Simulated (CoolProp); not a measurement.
Model: reference Helmholtz-energy equation of state, Akasaka 2022, in CoolProp.

Q: Give the vapour pressure (MPa), liquid density (kg/m³), vapour density (kg/m³), enthalpy of vaporisation (kJ/kg) of saturated R1233zd(E) at 246.6, 333.9, 346.4 K.

A: 
| T (K) | p (MPa) | liquid density (kg/m³) | vapour density (kg/m³) | enthalpy of vaporisation (kJ/kg) |
|---|---|---|---|---|
| 246.6 | 0.0130 | 1380 | 0.837 | 215 |
| 333.9 | 0.400 | 1170 | 21.1 | 171 |
| 346.4 | 0.557 | 1140 | 29.3 | 163 |
